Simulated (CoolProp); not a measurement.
A single-stage vapour-compression cycle with R143a: evaporating at 281.15 K (dew point), condensing at 326.15 K (bubble point), superheat 5 K, subcooling 8 K, compressor efficiency 0.8, no pressure losses. Each further row changes one setting.

Model: reference Helmholtz-energy equation of state, Lemmon and Jacobsen 2000, in CoolProp.

```tsv
case	cooling COP	pressure ratio	discharge temperature (K)	refrigerating effect (kJ/kg)	volumetric capacity (kJ/m³)
as stated	3.76	3.13	342.2	124	4180
evaporating temperature 286.15 K	4.43	___	340.9	126	4940
condensing temperature 321.15 K	4.46	___	336.1	133	4480
subcooling 13 K	4.04	3.13	342.2	133	4490
superheat 15 K	3.82	3.13	___	___	4280
compressor efficiency 0.7	___	3.13	___	124	4180
```

Question: Fill in the missing entries.

Answer: 
- evaporating temperature 286.15 K, pressure ratio: 2.71
- condensing temperature 321.15 K, pressure ratio: 2.80
- superheat 15 K, discharge temperature (K): 351.5
- superheat 15 K, refrigerating effect (kJ/kg): 135
- compressor efficiency 0.7, cooling COP: 3.29
- compressor efficiency 0.7, discharge temperature (K): 345.3
